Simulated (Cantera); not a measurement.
Mixture: H2 : O2 : N2 = 1 : 0.568 : 2.14 (molar parts), equivalence ratio 0.88, at 500000 Pa, adiabatic and at constant volume. Ignition delay is the time to a rise of 400 K.

Detailed kinetics in Cantera: GRI-Mech 3.0 (53 species, 325 reactions). The hydrogen kinetics of GRI-Mech 3.0 are dated; newer H2 mechanisms differ, most at raised pressure. Below about 950 K walls govern HO2 and H2O2 in real vessels.

Task: What does this change do: constant pressure in place of constant volume?

Result: 
```csv
quantity,before,after
delay at 923 K,86.7 ms,94.6 ms
delay at 1023 K,5.75 ms,6.09 ms
delay at 1123 K,0.166 ms,0.168 ms
delay at 1223 K,11.7 µs,12.2 µs
delay at 1323 K,5.64 µs,5.89 µs
delay at 1423 K,3.54 µs,3.73 µs
delay at 1523 K,2.50 µs,2.68 µs
apparent activation energy between 1323 and 1523 K,68 kJ/mol,66 kJ/mol
```

Task: What does this change do: O2 0.568 to 0.38 parts?

Result: 
```csv
quantity,before,after
delay at 923 K,86.7 ms,85.6 ms
delay at 1023 K,5.75 ms,5.77 ms
delay at 1123 K,0.166 ms,0.186 ms
delay at 1223 K,11.7 µs,15.2 µs
delay at 1323 K,5.64 µs,7.29 µs
delay at 1423 K,3.54 µs,4.58 µs
delay at 1523 K,2.50 µs,3.25 µs
apparent activation energy between 1323 and 1523 K,68 kJ/mol,68 kJ/mol
```
